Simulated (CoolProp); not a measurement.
Computed with CoolProp (reference Helmholtz-energy equation of state, Gao 2022).

### Question
Give the vapour pressure (MPa), liquid density (kg/m³), vapour density (kg/m³), enthalpy of vaporisation (kJ/kg) of saturated n-perfluorobutane at 255.3, 372.2 K.

### Answer
| T (K) | p (MPa) | liquid density (kg/m³) | vapour density (kg/m³) | enthalpy of vaporisation (kJ/kg) |
|---|---|---|---|---|
| 255.3 | 0.0511 | 1650 | 5.90 | 103 |
| 372.2 | 1.74 | 1060 | 237 | 43.7 |
